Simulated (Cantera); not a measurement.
An isothermal, constant-pressure homogeneous reactor starts with NH3 : H2 = 1 : 7.3 (molar parts), at 2400 K and 75000 Pa. Integrator tolerance rtol = 1e-08.

Computed with Cantera and the gas-phase N/H chemistry of the illustrative SiF4/NH3 mechanism in the Surface Chemkin manual (1991). Walls and surfaces, which speed up NH3 decomposition in real reactors, are not modelled.

**Question.** What does this change do: temperature 2400 to 1825 K?

**Answer.** 
```json
[
 {"quantity": "x(NH3) at 2.00 s", "before": "1.80e-6 (gas-phase equilibrium 1.80e-6)", "after": "0.0204 (gas-phase equilibrium 4.40e-6)"},
 {"quantity": "x(H2) at 2.00 s", "before": "0.929 (gas-phase equilibrium 0.929)", "after": "0.935 (gas-phase equilibrium 0.946)"},
 {"quantity": "x(N) at 2.00 s", "before": "2.96e-8 (gas-phase equilibrium 2.95e-8)", "after": "4.78e-8 (gas-phase equilibrium 1.51e-11)"},
 {"quantity": "x(N2H4) at 2.00 s", "before": "<1e-12 (gas-phase equilibrium <1e-12)", "after": "1.09e-9 (gas-phase equilibrium <1e-12)"},
 {"quantity": "x(NH2) at 2.00 s", "before": "1.12e-7 (gas-phase equilibrium 1.12e-7)", "after": "2.56e-5 (gas-phase equilibrium 6.27e-9)"},
 {"quantity": "x(N2) at 2.00 s", "before": "0.0533 (gas-phase equilibrium 0.0533)", "after": "0.0446 (gas-phase equilibrium 0.0537)"},
 {"quantity": "x(N2H2) at 2.00 s", "before": "<1e-12 (gas-phase equilibrium <1e-12)", "after": "8.69e-9 (gas-phase equilibrium <1e-12)"}
]
```

**Question.** What does this change do: temperature 2400 to 1400 K?

**Answer.** 
```
quantity                                            before                                     after
-----------------  ---------------------------------------  ----------------------------------------
x(NH3) at 2.00 s   1.80e-6 (gas-phase equilibrium 1.80e-6)     0.120 (gas-phase equilibrium 1.35e-5)
x(H2) at 2.00 s        0.929 (gas-phase equilibrium 0.929)       0.880 (gas-phase equilibrium 0.946)
x(N) at 2.00 s     2.96e-8 (gas-phase equilibrium 2.95e-8)   9.92e-12 (gas-phase equilibrium <1e-12)
x(N2H4) at 2.00 s    <1e-12 (gas-phase equilibrium <1e-12)   8.52e-10 (gas-phase equilibrium <1e-12)
x(NH2) at 2.00 s   1.12e-7 (gas-phase equilibrium 1.12e-7)  1.44e-6 (gas-phase equilibrium 1.58e-10)
x(N2) at 2.00 s      0.0533 (gas-phase equilibrium 0.0533)    1.49e-5 (gas-phase equilibrium 0.0538)
x(N2H2) at 2.00 s    <1e-12 (gas-phase equilibrium <1e-12)   7.10e-10 (gas-phase equilibrium <1e-12)
```
